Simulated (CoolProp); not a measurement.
Vapour-liquid equilibrium of propylene (1) + R22 (2) at 175.3 K; x and y are mole fractions of (1).

Computed with CoolProp (multi-fluid Helmholtz-energy mixture model, Lemmon 2013 and Kamei 1995; pair parameters Bell 2016).

```tsv
x	bubble pressure (kPa)	y at the bubble point	dew pressure at overall composition x (kPa)	liquid density (mol/L)
0.05	2.756	0.154	2.542	17.98
0.125	3.138	(withheld)	2.693	17.78
0.2	3.446	(withheld)	2.861	(withheld)
0.275	3.699	0.495	3.046	17.41
0.35	3.908	(withheld)	3.251	17.24
0.425	4.085	0.612	3.474	17.06
0.5	4.236	0.660	3.714	16.90
0.575	4.366	(withheld)	3.962	16.73
0.65	4.480	0.749	4.204	16.58
0.725	4.578	(withheld)	4.419	16.42
0.8	4.660	0.842	(withheld)	16.28
0.875	4.726	0.895	4.704	16.13
0.95	4.771	0.955	4.769	15.99
```

**Question.** Some entries are withheld; supply them.

**Answer.** 
- 0.125, y at the bubble point: 0.310
- 0.2, y at the bubble point: 0.416
- 0.2, liquid density (mol/L): 17.60
- 0.35, y at the bubble point: 0.559
- 0.575, y at the bubble point: 0.705
- 0.725, y at the bubble point: 0.795
- 0.8, dew pressure at overall composition x (kPa): 4.588

No azeotrope shows between x = 0.05 and 0.95.

The pair parameters rest on a limited set of measurements; away from them the model extrapolates.
